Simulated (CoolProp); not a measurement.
Vapour-liquid equilibrium of R22 (1) + R134a (2) at -27.85 °C; x and y are mole fractions of (1).

Model: multi-fluid Helmholtz-energy mixture model, Kamei 1995 and Tillner-Roth 1994; pair parameters Bell 2016, in CoolProp.

### Question
Give the bubble pressure and the first vapour's composition at x = 0.05, 0.2, 0.95. Is there an azeotrope?

### Answer
x = 0.05: 0.9909 bar, y = 0.102; x = 0.2: 1.149 bar, y = 0.339; x = 0.95: 1.758 bar, y = 0.968. No azeotrope shows between x = 0.05 and 0.95.

The pair parameters rest on a limited set of measurements; away from them the model extrapolates.
